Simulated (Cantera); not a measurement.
Input (Python, Cantera) and output of one run.

```python
import numpy as np
import cantera as ct

gas_names = """
    NO2 H H2O
""".split()
cond_names = """
    V(cr) V(L) VN(s)
""".split()


# ... load() reads the species with a 1 bar reference pressure and builds the phases ...
species = {s.name: s for s in load("nasa_gas.yaml", gas_names) + load("nasa_condensed.yaml", cond_names)}
# Each term lists the table entries of one substance; the one whose range holds T is used.
reactions = {
    'NO2(g) + 4 H(g) + V = VN + 2 H2O(g)':
        [(-1, ['NO2']), (-4, ['H']), (-1, ['V(cr)', 'V(L)']), (1, ['VN(s)']), (2, ['H2O'])],
}


def pick(names, T):
    return next(species[n] for n in names if species[n].thermo.min_temp <= T <= species[n].thermo.max_temp)


results = []
for label, terms in reactions.items():
    print(label)
    print("     T/K   dH/kJ  dS/(J/K)   dG/kJ   log10 K")
    for T in [1075, 1150, 1225, 1300, 1375]:
        used = [(nu, pick(names, T)) for nu, names in terms]
        dH = sum(nu * s.thermo.h(T) for nu, s in used) / 1e6
        dS = sum(nu * s.thermo.s(T) for nu, s in used) / 1e3
        dG = dH - T * dS / 1e3
        logK = -dG * 1e6 / (ct.gas_constant * T * np.log(10))
        results.append((label, T, dH, dS, dG, logK, [s.name for _, s in used]))
        print(f"{T:8g} {dH:8.1f} {dS:8.1f} {dG:8.1f} {logK:8.2f}")
```

Result:

```
NO2(g) + 4 H(g) + V = VN + 2 H2O(g)
     T/K   dH/kJ  dS/(J/K)   dG/kJ   log10 K
    1075  -1633.9   -358.9  -1248.1    60.65
    1150  -1636.0   -360.7  -1221.1    55.46
    1225  -1637.9   -362.4  -1194.0    50.91
    1300  -1639.7   -363.8  -1166.8    46.88
    1375  -1641.5   -365.1  -1139.4    43.29
```

Source: NASA polynomial tables (part measured, part estimated), evaluated in Cantera. VN: taken at fixed stoichiometry. Condensed species are held in their standard states even where they would react or evaporate.
